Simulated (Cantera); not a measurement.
A closed system holds: 1 mol PbO, 35 mol H2, 0.25 mol H2O, equilibrated at 1748.15 K.

Method: chemical equilibrium by Gibbs-energy minimisation in Cantera with the NASA 1993 tables (ideal gas, pure condensed phases). Candidate condensed phases: H2O, Pb, PbO, PbO2, Pb3O4; 12 gas species. The numbers say what is thermodynamically allowed, not how fast it happens.

Which condensed phases are stable at each of these points (P (Pa)): 10, 52, 270, 1400, 7200, 37000, 190000, 1000000?


```json
[
 {"P (Pa)": "10", "condensed phases": "gas only", "Pb condensed (%)": "0.0"},
 {"P (Pa)": "52", "condensed phases": "gas only", "Pb condensed (%)": "0.0"},
 {"P (Pa)": "270", "condensed phases": "gas only", "Pb condensed (%)": "0.0"},
 {"P (Pa)": "1400", "condensed phases": "gas only", "Pb condensed (%)": "0.0"},
 {"P (Pa)": "7200", "condensed phases": "gas only", "Pb condensed (%)": "0.0"},
 {"P (Pa)": "37000", "condensed phases": "gas only", "Pb condensed (%)": "0.0"},
 {"P (Pa)": "190000", "condensed phases": "gas only", "Pb condensed (%)": "0.0"},
 {"P (Pa)": "1000000", "condensed phases": "Pb(l)", "Pb condensed (%)": "31.5"}
]
```

From 0.000100 bar to 1.90 bar nothing is condensed. At 10.0 bar the condensed part is Pb(l).
